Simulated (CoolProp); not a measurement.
The numbers come from the reference Helmholtz-energy equation of state, Younglove 1994 in CoolProp. It is a modified Benedict-Webb-Rubin equation, recast in Helmholtz form.

Give the vapour pressure (MPa), liquid density (kg/m³), enthalpy of vaporisation (kJ/kg), liquid cp (kJ/(kg K)) of saturated R123 at 319 K.


| T (K) | p (MPa) | liquid density (kg/m³) | enthalpy of vaporisation (kJ/kg) | liquid cp (kJ/(kg K)) |
|---|---|---|---|---|
| 319 | 0.187 | 1410 | 162 | 1.05 |
